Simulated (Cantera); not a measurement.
## Low-pressure radical oxidation in H2/O2

An isothermal, constant-pressure homogeneous reactor starts with H₂ : O₂ = 0.092 : 1 (molar parts), equivalence ratio 0.046, at 925 K and 30.0 Torr.

Cantera simulation using the H2/O2 subset of GRI-Mech 3.0, which has no nitrogen chemistry; the numbers are that mechanism's predictions, not measurements. Radical loss at walls, strong at low pressure, is not modelled. Below about 950 K walls govern HO2 and H2O2 in real vessels. The temperature is held fixed by assumption; the heat of reaction is taken as removed at once.

```json
[
 {"t (s)": "1.00e-6", "x H₂": "0.0842", "x O₂": "0.916", "x OH": "<1e-12", "x H": "<1e-12", "x HO₂": "<1e-12", "x O": "<1e-12", "x H₂O₂": "<1e-12"},
 {"t (s)": "1.09e-5", "x H₂": "0.0842", "x O₂": "0.916", "x OH": "<1e-12", "x H": "2.50e-12", "x HO₂": "2.68e-12", "x O": "<1e-12", "x H₂O₂": "<1e-12"},
 {"t (s)": "0.000119", "x H₂": "0.0842", "x O₂": "0.916", "x OH": "7.27e-12", "x H": "2.71e-11", "x HO₂": "3.08e-11", "x O": "1.51e-11", "x H₂O₂": "<1e-12"},
 {"t (s)": "0.00130", "x H₂": "0.0842", "x O₂": "0.916", "x OH": "6.30e-8", "x H": "1.84e-7", "x HO₂": "2.98e-8", "x O": "1.73e-7", "x H₂O₂": "4.17e-12"},
 {"t (s)": "0.0141", "x H₂": "0.000701", "x O₂": "0.912", "x OH": "0.000159", "x H": "2.45e-5", "x HO₂": "1.03e-5", "x O": "0.000279", "x H₂O₂": "5.84e-7"},
 {"t (s)": "0.154", "x H₂": "2.43e-5", "x O₂": "0.912", "x OH": "2.08e-5", "x H": "8.31e-8", "x HO₂": "7.12e-7", "x O": "6.84e-6", "x H₂O₂": "1.07e-7"},
 {"t (s)": "1.68", "x H₂": "1.29e-7", "x O₂": "0.912", "x OH": "3.26e-6", "x H": "2.07e-10", "x HO₂": "1.56e-8", "x O": "1.30e-7", "x H₂O₂": "1.15e-8"},
 {"t (s)": "18.3", "x H₂": "3.73e-10", "x O₂": "0.912", "x OH": "7.20e-7", "x H": "2.11e-12", "x HO₂": "8.11e-10", "x O": "6.44e-9", "x H₂O₂": "1.13e-9"},
 {"t (s)": "200", "x H₂": "2.58e-11", "x O₂": "0.912", "x OH": "2.04e-7", "x H": "<1e-12", "x HO₂": "1.77e-10", "x O": "5.18e-10", "x H₂O₂": "1.18e-10"}
]
```
x: mole fraction; the columns are a selection and need not sum to one.

Equilibrium at this temperature and pressure: H₂ 3.62e-12, O₂ 0.912, OH 7.16e-8, H <1e-12, HO₂ 3.21e-10, O 6.44e-11, H₂O₂ 1.68e-11 (gas phase only).
